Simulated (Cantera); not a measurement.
Input: 1 mol CH₃SiH₃, 0.042 mol CH₄, 870 mol H₂, 0.056 mol C₃H₈, held at 2498 K and 2.85 Torr.

Equilibrium computed with Cantera from the NASA thermochemical tables; the gas is ideal and each condensed phase is pure. Candidate condensed phases: C, C₆H₆, C₇H₈, C₈H₁₈, Si, SiC; 87 gas species. The feed counts by its element totals alone. The numbers say what is thermodynamically allowed, not how fast it happens.

Base state: H₂ 0.668, H 0.330, Si 0.000924, C₂H₂ (acetylene) 0.000529, C₂H 1.87e-5, SiC₂ 1.76e-5, SiH 1.23e-5, C 1.16e-5 (mole fractions); condensed: gas only.

Q: What changes in the equilibrium state with this change: temperature from 2498 K to 2623 K?

A: 
```json
[
 {"species": "H₂", "before": "0.668", "after": "0.510"},
 {"species": "H", "before": "0.330", "after": "0.488"},
 {"species": "Si", "before": "0.000924", "after": "0.000841"},
 {"species": "C₂H₂ (acetylene)", "before": "0.000529", "after": "0.000428"},
 {"species": "C", "before": "1.16e-5", "after": "4.77e-5"},
 {"species": "C₂H", "before": "1.87e-5", "after": "3.77e-5"},
 {"species": "SiH", "before": "1.23e-5", "after": "8.19e-6"},
 {"species": "SiC₂", "before": "1.76e-5", "after": "1.45e-5"}
]
```
